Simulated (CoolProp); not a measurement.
The numbers come from the reference Helmholtz-energy equation of state, Penoncello 2003 in CoolProp.

Task: Give the vapour pressure (MPa), vapour density (kg/m³), enthalpy of vaporisation (kJ/kg), surface tension (mN/m) of saturated CHF3 (R23) at 230.9 K.

Result: 
```
T (K)  p (MPa)  vapour density (kg/m³)  enthalpy of vaporisation (kJ/kg)  surface tension (mN/m)
-----  -------  ----------------------  --------------------------------  ----------------------
230.9    0.649                    27.6                               202                    9.55
```

Surface tension comes from a separate correlation (Mulero 2012).
